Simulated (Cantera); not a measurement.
Feed: 1 mol Si₃H₈, 190 mol N₂, at 1573.15 K and 0.0420 bar.

Equilibrium computed with Cantera from the NASA thermochemical tables; the gas is ideal and each condensed phase is pure. Candidate condensed phases: Si, Si₃N₄; 18 gas species. The feed counts by its element totals alone. The numbers say what is thermodynamically allowed, not how fast it happens.

Base state: N₂ 0.979, H₂ 0.0208, H 2.87e-5 (mole fractions); condensed: Si₃N₄(s).

### Question
What changes in the equilibrium state with this change: Si₃H₈ replaced by Si₂Cl₆?

### Answer
```tsv
species	before	after
N₂	0.979	0.989
SiCl₂	0	0.00412
SiCl₄	0	0.00384
H₂	0.0208	0
SiCl₃	0	0.00245
Cl	0	0.000288
H	2.87e-5	0
Si₃N₄(s), mol	1.000	0
```
The tables' values for SiCl₃ are old estimates; treat these amounts as uncertain.
